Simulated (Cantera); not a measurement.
Thermodynamics of carbon deposition, reforming and gasification, feed CH4 + NH3 + N2

Feed: 1 mol CH4, 0.83 mol NH3, 26 mol N2, held at 2.50 mbar.

Cantera equilibrium calculation (NASA polynomials, part measured and part estimated; ideal gas, pure solids and liquids). Candidate condensed phases: C, C6H6, C7H8, C8H18; 92 gas species. Kinetics and transport are ignored.

From 898 K to 2548 K the condensed part is C(graphite). At 2698 K nothing is condensed. The main C-bearing gas is CH4 at 898 K and HCN at 2698 K.

```csv
T (K),log p N2,log p H,log p H2,log p HCN,n C(graphite)
898,-2.65,-11.74,-3.56,-9.18,1.000
1048,-2.65,-9.89,-3.56,-8.07,1.000
1198,-2.65,-8.50,-3.56,-7.25,0.999
1348,-2.65,-7.42,-3.56,-6.60,0.997
1498,-2.65,-6.55,-3.56,-6.09,0.990
1648,-2.65,-5.83,-3.57,-5.67,0.974
1798,-2.65,-5.24,-3.57,-5.33,0.941
1948,-2.65,-4.74,-3.59,-5.04,0.883
2098,-2.66,-4.32,-3.62,-4.81,0.793
2248,-2.66,-3.98,-3.69,-4.63,0.671
2398,-2.67,-3.72,-3.83,-4.52,0.526
2548,-2.68,-3.53,-4.05,-4.46,0.336
2698,-2.70,-3.42,-4.35,-4.53,0
```
log p: log10 of the partial pressure in bar; n: condensed amount in mol.
